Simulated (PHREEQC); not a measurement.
# Copper plating or etch bath (model solution)

A solution holds 0.0064 mol CuCl2, 0.0012 mol HCl and 0.0011 mol H3BO3 per kg of water, at 20 °C. Closed to the air; pH follows from the charge balance.

Equilibrium calculation in PHREEQC: ion-association model, wateq4f.dat.

This is a speciation only: nothing precipitates in the calculation.

Task: What pH does the model give?

Result: pH 2.97.

Task: In which forms is Cu present?

Result: Cu+2 98 %, CuCl+ 1.7 % of the Cu.

Species that the database lacks are ignored.
